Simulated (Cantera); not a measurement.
A closed system holds: 1 mol SiHCl3, 0.0052 mol Cl2, 490 mol H2, equilibrated at 0.00133 bar.

These are equilibrium values from Cantera (NASA tables, ideal gas, pure condensed phases), not measurements of a reactor. Candidate condensed phases: Si; 19 gas species. Gases not in the tables: Si2H6 and higher silanes. Rates play no part.

Question: Which condensed phases are stable at each of these points (T (K)): 825, 900, 975, 1050, 1125, 1200, 1275, 1350, 1425, 1500, 1575, 1650, 1725?

Answer: 
```json
[
 {"T (K)": "825", "condensed phases": "Si(s)", "Si condensed (%)": "56.5"},
 {"T (K)": "900", "condensed phases": "Si(s)", "Si condensed (%)": "84.1"},
 {"T (K)": "975", "condensed phases": "Si(s)", "Si condensed (%)": "95.2"},
 {"T (K)": "1050", "condensed phases": "Si(s)", "Si condensed (%)": "96.4"},
 {"T (K)": "1125", "condensed phases": "Si(s)", "Si condensed (%)": "96.2"},
 {"T (K)": "1200", "condensed phases": "Si(s)", "Si condensed (%)": "95.8"},
 {"T (K)": "1275", "condensed phases": "Si(s)", "Si condensed (%)": "95.5"},
 {"T (K)": "1350", "condensed phases": "Si(s)", "Si condensed (%)": "95.1"},
 {"T (K)": "1425", "condensed phases": "Si(s)", "Si condensed (%)": "94.7"},
 {"T (K)": "1500", "condensed phases": "Si(s)", "Si condensed (%)": "93.9"},
 {"T (K)": "1575", "condensed phases": "Si(s)", "Si condensed (%)": "91.5"},
 {"T (K)": "1650", "condensed phases": "Si(s)", "Si condensed (%)": "82.4"},
 {"T (K)": "1725", "condensed phases": "Si(l)", "Si condensed (%)": "52.2"}
]
```

From 825 K to 1650 K the condensed part is Si(s). At 1725 K the condensed part is Si(l).
